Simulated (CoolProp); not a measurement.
R1132(E) along the isotherm -28.15 °C: Z from the reference equation and from simpler models built on Tc = 75.7 °C, pc = 5174 kPa, ω = 0.245; each cubic takes its own stable root.

Computed with CoolProp (reference Helmholtz-energy equation of state, Akasaka 2024).

```tsv
p (kPa)	phase	reference	van der Waals	Redlich-Kwong	Peng-Robinson
20.6	gas	0.9954	0.9973	0.9964	0.9958
46.8	gas	0.9895	0.9938	0.9917	0.9904
106	gas	0.9760	0.9859	0.9810	0.9781
242	gas	0.9433	0.9673	0.9558	?
551	liquid	0.01599	0.9222	0.01836	0.01560
1250	liquid	0.03623	0.06028	0.04152	?
2860	liquid	0.08259	0.1361	?	0.08045
```

Some entries are withheld; supply them.


- 242, Peng-Robinson: 0.9489
- 1250, Peng-Robinson: 0.03532
- 2860, Redlich-Kwong: 0.09430

At some of these states van der Waals gives the other phase, because its saturation line lies elsewhere.
